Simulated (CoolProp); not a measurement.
Vapour-liquid equilibrium of propylene (1) + acetone (2) at 0.28 MPa; x and y are mole fractions of (1).

Values from CoolProp's multi-fluid Helmholtz-energy mixture model, Lemmon 2013 and Lemmon 2006; pair parameters Bell 2016.

```json
[
 {"x": "0.05", "bubble temperature (°C)": "54.0", "y at the bubble point": "0.662", "dew temperature at overall composition x (°C)": "87.3", "liquid density (mol/L)": "12.89"},
 {"x": "0.125", "bubble temperature (°C)": "19.4", "y at the bubble point": "0.917", "dew temperature at overall composition x (°C)": "84.3", "liquid density (mol/L)": "13.53"},
 {"x": "0.2", "bubble temperature (°C)": "2.7", "y at the bubble point": "(withheld)", "dew temperature at overall composition x (°C)": "81.1", "liquid density (mol/L)": "13.81"},
 {"x": "0.275", "bubble temperature (°C)": "-5.9", "y at the bubble point": "0.979", "dew temperature at overall composition x (°C)": "77.7", "liquid density (mol/L)": "13.94"},
 {"x": "0.35", "bubble temperature (°C)": "(withheld)", "y at the bubble point": "0.984", "dew temperature at overall composition x (°C)": "74.0", "liquid density (mol/L)": "13.98"},
 {"x": "0.425", "bubble temperature (°C)": "-13.3", "y at the bubble point": "0.987", "dew temperature at overall composition x (°C)": "70.1", "liquid density (mol/L)": "13.98"},
 {"x": "0.5", "bubble temperature (°C)": "-14.8", "y at the bubble point": "0.989", "dew temperature at overall composition x (°C)": "65.7", "liquid density (mol/L)": "13.96"},
 {"x": "0.575", "bubble temperature (°C)": "-15.8", "y at the bubble point": "0.989", "dew temperature at overall composition x (°C)": "60.7", "liquid density (mol/L)": "13.92"},
 {"x": "0.65", "bubble temperature (°C)": "-16.5", "y at the bubble point": "0.990", "dew temperature at overall composition x (°C)": "55.1", "liquid density (mol/L)": "13.87"},
 {"x": "0.725", "bubble temperature (°C)": "-17.3", "y at the bubble point": "(withheld)", "dew temperature at overall composition x (°C)": "48.3", "liquid density (mol/L)": "13.82"},
 {"x": "0.8", "bubble temperature (°C)": "-18.2", "y at the bubble point": "0.992", "dew temperature at overall composition x (°C)": "39.9", "liquid density (mol/L)": "13.78"},
 {"x": "0.875", "bubble temperature (°C)": "-19.5", "y at the bubble point": "0.994", "dew temperature at overall composition x (°C)": "28.5", "liquid density (mol/L)": "13.74"},
 {"x": "0.95", "bubble temperature (°C)": "-21.1", "y at the bubble point": "0.997", "dew temperature at overall composition x (°C)": "9.0", "liquid density (mol/L)": "13.73"}
]
```

Q: Some entries are withheld; supply them.

A: 
- 0.2, y at the bubble point: 0.964
- 0.35, bubble temperature (°C): -10.7
- 0.725, y at the bubble point: 0.991

No azeotrope shows between x = 0.05 and 0.95.

Pair parameters are fitted to limited data, so mixtures are less certain than the pure fluids. With so large a gap from Raoult's law the liquid may split in two, which this calculation doesn't test in full.
